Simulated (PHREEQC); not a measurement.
Synthetic water in mg/L, 25 °C, pH 3.11, pe 11.7: Na 19.3; K 52.6; Ca 62.5; Mg 5.91; Cl 68.4; S(6) as SO4 257; B 0.0355.

Cl is adjusted to close the charge balance.
Valence states are taken as typed.

All values are PHREEQC results (ion-association model, phreeqc.dat), not measurements.

Each row changes one thing in this solution. Precipitation was switched off in this run.

| case | ionic strength (mol/kgw) | SO4-2 (mol/kgw) | Ca+2 (mol/kgw) | CaSO4 (mol/kgw) | Mg+2 (mol/kgw) | HSO4- (mol/kgw) | SI of Gypsum (CaSO4:2H2O) | SI of Halite (NaCl) |
|---|---|---|---|---|---|---|---|---|
| as made | 0.00982 | 0.00225 | 0.00132 | 0.000237 | 0.000196 | 0.000126 | -1.29 | -7.59 |
| S(6) from 257 to 128 mg/L | 0.00907 | 0.00110 | 0.00143 | 0.000130 | 0.000217 | 6.24e-5 | -1.56 | -7.13 |
| all concentrations times 2 at the same typed pH | 0.0179 | 0.00427 | 0.00245 | 0.000665 | 0.000357 | 0.000219 | -0.84 | -7.17 |
| Ca from 62.5 to 188 mg/L | 0.0182 | 0.00200 | 0.00417 | 0.000525 | 0.000208 | 0.000102 | -0.95 | -6.88 |
